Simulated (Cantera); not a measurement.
Feed: 1 mol CH₃Cl, 0.08 mol Si, at 3125 K and 0.0133 bar.

These are equilibrium values from Cantera (NASA tables, ideal gas, pure condensed phases), not measurements of a reactor. The tables' values for SiCl, CCl are old estimates; treat these amounts as uncertain. The numbers say what is thermodynamically allowed, not how fast it happens.

```json
[
 {"species": "H", "before": "0.552", "after": "0.557"},
 {"species": "Cl", "before": "0.213", "after": "0.215"},
 {"species": "H₂", "before": "0.0779", "after": "0.0792"},
 {"species": "Si", "before": "0.0110", "after": "0.00299"},
 {"species": "SiC₂", "before": "0.00929", "after": "0.00265"},
 {"species": "C₃", "before": "0.0597", "after": "0.0640"},
 {"species": "C", "before": "0.0106", "after": "0.0109"},
 {"species": "HCl", "before": "0.0444", "after": "0.0452"},
 {"species": "SiH", "before": "4.34e-5", "after": "1.19e-5"},
 {"species": "SiCl", "before": "0.000182", "after": "5.01e-5"},
 {"species": "SiCl₂", "before": "1.81e-5", "after": "5.04e-6"},
 {"species": "SiC", "before": "5.56e-5", "after": "1.55e-5"},
 {"species": "C₅", "before": "0.00125", "after": "0.00141"},
 {"species": "C₄H₂", "before": "0.000160", "after": "0.000179"}
]
```
Gas species are given as mole fractions.

Problem. Name the change that produced these shifts.
(A) temperature from 3125 K to 2698 K
(B) temperature from 3125 K to 800 K
(C) Si from 0.08 to 1.4 mol
(D) Si from 0.08 to 0.022 mol

Solution. D, Si from 0.08 to 0.022 mol
